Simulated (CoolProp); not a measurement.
R13 along the isotherm 313.3 K: Z from the reference equation and from simpler models built on Tc = 303.0 K, pc = 3973 kPa, ω = 0.175; each cubic takes its own stable root.

Model: reference Helmholtz-energy equation of state, Platzer 1990, in CoolProp. This equation is an older, rougher fit; its heat capacities, sound speeds and derivatives of the liquid may be far off and weren't checked against measurements.

```
p (kPa)          phase  reference
-------  -------------  ---------
1810               gas     0.8450
3610               gas     0.6278
5420     supercritical     0.2910
7220     supercritical     0.3177
9030     supercritical     0.3695
10800    supercritical     0.4228
12600    supercritical     0.4773
14400    supercritical     0.5316
16300    supercritical     0.5883
18100    supercritical     0.6416
19900    supercritical     0.6944
```

Task: How far does each simpler model (Redlich-Kwong, Soave-Redlich-Kwong) lie from the reference over these 11 states: mean and median of the absolute difference, and the worst?

Result: 
- Redlich-Kwong: mean 4.7 %, median 4.1 %, worst +10.1 % at 313.3 K and 5420 kPa
- Soave-Redlich-Kwong: mean 5.9 %, median 4.8 %, worst +14.7 % at 313.3 K and 5420 kPa
